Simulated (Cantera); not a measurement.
# Thermodynamics of abatement and gas-phase synthesis, feed H₂O + H₂ + O₂

Charge: 1 mol H₂O, 6.6 mol H₂, 3.3 mol O₂, held at 675 Torr.

Cantera equilibrium calculation (NASA polynomials, part measured and part estimated; ideal gas, pure solids and liquids). Candidate condensed phases: H₂O; 9 gas species. Equilibrium is a limit: real reactors are often held back by kinetics, nucleation or transport.

From 2198 K to 2873 K nothing is condensed.

```json
[
 {"T (K)": "2198", "x H₂O": "0.972", "x H₂": "0.0150", "x OH": "0.00648", "x O₂": "0.00594", "x H": "0.000718", "x O": "0.000217", "x HO₂": "1.23e-6"},
 {"T (K)": "2273", "x H₂O": "0.961", "x H₂": "0.0202", "x OH": "0.00929", "x O₂": "0.00790", "x H": "0.00126", "x O": "0.000397", "x HO₂": "1.94e-6"},
 {"T (K)": "2348", "x H₂O": "0.947", "x H₂": "0.0267", "x OH": "0.0130", "x O₂": "0.0103", "x H": "0.00213", "x O": "0.000698", "x HO₂": "2.94e-6"},
 {"T (K)": "2423", "x H₂O": "0.930", "x H₂": "0.0346", "x OH": "0.0177", "x O₂": "0.0132", "x H": "0.00348", "x O": "0.00118", "x HO₂": "4.34e-6"},
 {"T (K)": "2498", "x H₂O": "0.909", "x H₂": "0.0439", "x OH": "0.0235", "x O₂": "0.0165", "x H": "0.00551", "x O": "0.00194", "x HO₂": "6.21e-6"},
 {"T (K)": "2573", "x H₂O": "0.883", "x H₂": "0.0548", "x OH": "0.0307", "x O₂": "0.0203", "x H": "0.00847", "x O": "0.00309", "x HO₂": "8.65e-6"},
 {"T (K)": "2648", "x H₂O": "0.852", "x H₂": "0.0671", "x OH": "0.0392", "x O₂": "0.0245", "x H": "0.0127", "x O": "0.00476", "x HO₂": "1.17e-5"},
 {"T (K)": "2723", "x H₂O": "0.815", "x H₂": "0.0807", "x OH": "0.0490", "x O₂": "0.0292", "x H": "0.0186", "x O": "0.00716", "x HO₂": "1.55e-5"},
 {"T (K)": "2798", "x H₂O": "0.773", "x H₂": "0.0955", "x OH": "0.0601", "x O₂": "0.0341", "x H": "0.0265", "x O": "0.0105", "x HO₂": "1.99e-5"},
 {"T (K)": "2873", "x H₂O": "0.726", "x H₂": "0.111", "x OH": "0.0723", "x O₂": "0.0391", "x H": "0.0369", "x O": "0.0150", "x HO₂": "2.48e-5"}
]
```
x: gas mole fraction; nothing condenses.
